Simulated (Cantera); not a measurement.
# Ammonia decomposition in nitride growth gas

An isothermal, constant-pressure homogeneous reactor starts with NH3 : H2 = 1 : 2.9 (molar parts), at 2148 K and 100.0 Torr.

Computed with Cantera and the gas-phase N/H chemistry of the illustrative SiF4/NH3 mechanism in the Surface Chemkin manual (1991). Walls and surfaces, which speed up NH3 decomposition in real reactors, are not modelled.

| t (s) | x NH3 | x H2 | x N2H2 | x NH | x N | x NH2 |
|---|---|---|---|---|---|---|
| 5.00e-6 | 0.256 | 0.744 | 2.69e-11 | 1.39e-9 | <1e-12 | 8.50e-6 |
| 1.48e-5 | 0.256 | 0.744 | 3.86e-10 | 1.77e-8 | 3.03e-11 | 2.52e-5 |
| 4.39e-5 | 0.256 | 0.744 | 4.60e-9 | 1.77e-7 | 1.06e-9 | 7.47e-5 |
| 0.000130 | 0.256 | 0.743 | 5.74e-8 | 1.59e-6 | 2.92e-8 | 0.000219 |
| 0.000385 | 0.256 | 0.743 | 7.26e-7 | 1.18e-5 | 5.93e-7 | 0.000600 |
| 0.00114 | 0.253 | 0.744 | 2.58e-6 | 3.06e-5 | 2.46e-6 | 0.000968 |
| 0.00338 | 0.244 | 0.750 | 2.58e-6 | 3.13e-5 | 2.60e-6 | 0.000960 |
| 0.0100 | 0.219 | 0.765 | 2.27e-6 | 3.03e-5 | 2.62e-6 | 0.000893 |
| 0.0296 | 0.160 | 0.800 | 1.58e-6 | 2.77e-5 | 2.69e-6 | 0.000727 |
| 0.0877 | 0.0675 | 0.855 | 6.05e-7 | 2.14e-5 | 2.84e-6 | 0.000411 |
| 0.260 | 0.00388 | 0.891 | 3.34e-8 | 9.91e-6 | 3.77e-6 | 6.63e-5 |
| 0.770 | 3.12e-5 | 0.888 | 1.72e-11 | 3.79e-7 | 3.15e-7 | 1.16e-6 |
| 2.28 | 6.60e-6 | 0.888 | <1e-12 | 8.03e-8 | 6.67e-8 | 2.46e-7 |
| 6.75 | 2.03e-6 | 0.888 | <1e-12 | 2.47e-8 | 2.05e-8 | 7.54e-8 |
| 20.0 | 8.01e-7 | 0.888 | <1e-12 | 9.74e-9 | 8.09e-9 | 2.98e-8 |
x: mole fraction; the columns are a selection and need not sum to one.

Equilibrium at this temperature and pressure: NH3 5.67e-7, H2 0.888, N2H2 <1e-12, NH 6.90e-9, N 5.73e-9, NH2 2.11e-8 (gas phase only).
